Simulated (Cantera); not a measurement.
## Oxide etching and cleaning by halides: CuO + HF + H2

Charge: 1 mol CuO, 9.8 mol HF, 0.44 mol H2, equilibrated at 1102 °C and 0.133 bar.

Method: chemical equilibrium by Gibbs-energy minimisation in Cantera with the NASA 1993 tables (ideal gas, pure condensed phases). Candidate condensed phases: Cu, CuF2, CuO, Cu(OH)2, Cu2O, H2O; 27 gas species. The numbers say what is thermodynamically allowed, not how fast it happens.

The x(HF) is 0.950 and the x(H2O) comes out as 0.0441. The x(O2) is 0.00290, the x(CuF) comes out as 0.00248 and the x(CuF2) is 7.77e-5. The x(OH) is 8.99e-6 and the x(Cu) comes out as 2.20e-6. The x(H2F2) is 1.88e-6. The n(Cu2O(s)) is 0.487 mol. The gas amount is 10.28 mol, the log10 activity of Cu(l) (absent) comes out as -0.45 and the log10 activity of CuF2(l) (absent) is -3.07. The log10 activity of Cu(OH)2(s) (absent) is -6.69.
